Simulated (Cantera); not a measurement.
An adiabatic, constant-pressure homogeneous reactor starts with H2 : O2 : N2 = 1 : 1.11 : 4.18 (molar parts), equivalence ratio 0.45, at 1523 K and 9.70 bar. Integrator tolerance rtol = 1e-08.

Computed with Cantera and the H2/O2 subset of GRI-Mech 3.0, which has no nitrogen chemistry. The hydrogen kinetics of GRI-Mech 3.0 are dated; newer H2 mechanisms differ, most at raised pressure.

| quantity | before | after |
|---|---|---|
| time of steepest temperature rise | 1.53 µs | 3.53 µs |
| temperature at 8.00 s | 2563 K | 2021 K |
| equilibrium temperature | 2563 K | 2021 K |
| x(H2) at 8.00 s | 0.00134 (gas-phase equilibrium 0.00134) | 3.77e-5 (gas-phase equilibrium 3.77e-5) |
| x(O2) at 8.00 s | 0.102 (gas-phase equilibrium 0.102) | 0.0446 (gas-phase equilibrium 0.0446) |
| x(H2O) at 8.00 s | 0.165 (gas-phase equilibrium 0.165) | 0.0730 (gas-phase equilibrium 0.0730) |
| x(O) at 8.00 s | 0.00203 (gas-phase equilibrium 0.00203) | 5.35e-5 (gas-phase equilibrium 5.35e-5) |
| x(HO2) at 8.00 s | 2.21e-5 (gas-phase equilibrium 2.21e-5) | 1.45e-6 (gas-phase equilibrium 1.45e-6) |
| x(OH) at 8.00 s | 0.0107 (gas-phase equilibrium 0.0107) | 0.000747 (gas-phase equilibrium 0.000747) |
| x(H) at 8.00 s | 0.000391 (gas-phase equilibrium 0.000391) | 3.72e-6 (gas-phase equilibrium 3.72e-6) |

Q: Name the change that produced these shifts.
A. initial temperature 1523 to 1650 K
B. N2 4.18 to 12 parts
C. initial temperature 1523 to 1698 K
D. constant volume in place of constant pressure

A: B, N2 4.18 to 12 parts
